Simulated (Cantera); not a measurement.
A Cantera script and what it prints.

```python
import numpy as np
import cantera as ct

gas_names = """
    C CH CH2 CH3 CH2OH CH3O CH4 CH3OH CN CO CO2 COOH C2 C2H CHCO,ketyl C2H2,acetylene C2H2,vinylidene
    CH2CO,ketene C2H3,vinyl CH3CN CH3CO,acetyl C2H4 C2H4O,ethylen CH3CHO,ethanal CH3COOH (HCOOH)2 C2H5
    C2H6 CH3OCH3 C2H5OH CCN CNC C2N2 C2O C3 C3H3,propargyl C3H4,allene C3H4,propyne C3H4,cyclo-
    C3H5,allyl C3H6,propylene C3H6,cyclo- C3H6O C3H7,n-propyl C3H7,i-propyl C3H8 C3H8O,1propanol
    C3H8O,2propanol C3O2 C4 C4H2 C4H4,1,3-cyclo- C4H6,butadiene C4H6,2-butyne C4H6,cyclo- C4H8,1-butene
    C4H8,cis2-buten C4H8,tr2-butene C4H8,isobutene C4H8,cyclo- (CH3COOH)2 C4H9,n-butyl C4H9,i-butyl
    C4H9,s-butyl C4H9,t-butyl C4H10,isobutane C4H10,n-butane C4N2 C5 C5H6,1,3cyclo- C5H8,cyclo-
    C5H10,1-pentene C5H10,cyclo- C5H11,pentyl C5H11,t-pentyl C5H12,n-pentane C5H12,i-pentane
    CH3C(CH3)2CH3 C6H2 C6H5,phenyl C6H5O,phenoxy C6H6 C6H5OH,phenol C6H10,cyclo- C6H12,1-hexene
    C6H12,cyclo- C6H13,n-hexyl C7H7,benzyl C7H8 C7H8O,cresol C7H14,1-heptene C7H15,n-heptyl
    C7H16,n-heptane C8H8,styrene C8H10,ethylbenz C8H16,1-octene C8H17,n-octyl C8H18,isooctane
    C8H18,n-octane C9H19,n-nonyl C10H8,naphthale C10H21,n-decyl C12H9,o-bipheny C12H10,bipheny H HCN HCO
    HCCN HNC HNCO HNO HNO2 HNO3 HO2 H2 HCHO,formaldehy HCOOH H2O H2O2 N NCO NH NH2 NH3 NH2OH NO NO2 NO3
    N2 N2H2 N2H4 N2O O OH O2 O3 Si SiC SiC2 SiC4H12 SiH SiH2 SiH3 SiH4 SiN SiO SiO2 Si2 Si2C Si2N Si3
""".split()
cond_names = """
    C(gr) C6H6(L) C7H8(L) C8H18(L),n-octa H2O(s) H2O(L) Si(cr) Si(L) SiC(b) SiO2(Lqz) SiO2(hqz) SiO2(L)
    Si2N2O(s) Si3N4(a)
""".split()


def load(file, names, dense=False):
    # The tables refer to 1 bar. Condensed volumes are neglected.
    table = {s.name: s for s in ct.Species.list_from_file(file)}
    out = []
    for n in names:
        d = dict(table[n].input_data)
        d["thermo"] = dict(d["thermo"], **{"reference-pressure": 1e5})
        if dense:
            d["equation-of-state"] = {"model": "constant-volume", "density": "1e6 g/cm^3"}
        out.append(ct.Species.from_dict(d))
    return out


gas = ct.Solution(thermo="ideal-gas", species=load("nasa_gas.yaml", gas_names))
cond = {s.name: ct.Solution(thermo="fixed-stoichiometry", species=[s], name=s.name)
        for s in load("nasa_condensed.yaml", cond_names, dense=True)}
atoms = {
    'TEOS': {'Si': 1, 'C': 8, 'H': 20, 'O': 4},
    'NO': {'N': 1, 'O': 1},
    'H2O': {'H': 2, 'O': 1},
}
top_T = {'C(gr)': 4500, 'SiC(b)': 3050, 'Si2N2O(s)': 2100, 'Si3N4(a)': 2400}  # K; cautious upper limits of use, not melting points


def equilibrate(T, P, feed):
    n = {}
    for name, mol in feed.items():
        for a, k in atoms[name].items():
            n[a] = n.get(a, 0.0) + k * mol
    gas.TPX = T, P, n
    mass = sum(n.values()) * gas.mean_molecular_weight
    gas.equilibrate("TP")
    valid = [c for c in cond.values() if c.min_temp <= T <= top_T.get(c.name, c.max_temp)]
    mix = ct.Mixture([(gas, mass / gas.mean_molecular_weight)] + [(c, 0.0) for c in valid])
    mix.T, mix.P = T, P
    mix.equilibrate("TP", solver="vcs", rtol=1e-11, max_steps=5000)
    return mix


results = []
feed = {'TEOS': 1, 'NO': 4.4, 'H2O': 1}  # mol
T = 1325  # K
P = 230  # Pa
mix = equilibrate(T, P, feed)
results.append((T, P, feed, dict(zip(mix.species_names, mix.species_moles))))
print(gas.report(threshold=1e-05))
for i in range(1, mix.n_phases):
    print(f"{mix.phase(i).name:16s} {mix.phase_moles(i):12.5e} mol")
```

Result:

```
       temperature   1325 K
          pressure   230 Pa
           density   0.00030058 kg/m^3
  mean mol. weight   14.397 kg/kmol
   phase of matter   gas

                          1 kg             1 kmol
                     ---------------   ---------------
          enthalpy       -7.2718e+05       -1.0469e+07  J
   internal energy       -1.4924e+06       -2.1486e+07  J
           entropy             18441         2.655e+05  J/K
    Gibbs function       -2.5161e+07       -3.6225e+08  J
 heat capacity c_p            2291.1             32986  J/K
 heat capacity c_v            1713.6             24672  J/K

                      mass frac. Y      mole frac. X     chem. pot. / RT
                     ---------------   ---------------   ---------------
                CO           0.74103            0.3809            -43.46
                 H        1.7277e-06        2.4677e-05           -12.485
               HCN        2.2673e-05        1.2079e-05           -33.058
                H2          0.073335           0.52372           -24.971
               H2O        1.9925e-05        1.5924e-05            -64.89
                N2           0.18533          0.095246           -34.065
               SiO        0.00023864        7.7936e-05           -52.901
     [ +144 minor]         2.025e-05        7.2509e-06

C(gr)             0.00000e+00 mol
Si(cr)            0.00000e+00 mol
SiC(b)            0.00000e+00 mol
SiO2(hqz)         5.99328e-01 mol
Si2N2O(s)         1.99518e-01 mol
Si3N4(a)          0.00000e+00 mol
```

Equilibrium computed with Cantera from the NASA thermochemical tables; the gas is ideal and each condensed phase is pure. The feed counts by its element totals alone. Mutual solubility and eutectic melting of coexisting phases are not modelled. The tables hold silica as quartz up to 1696 K and as liquid above; real silica turns to tridymite and cristobalite and melts near 1996 K.
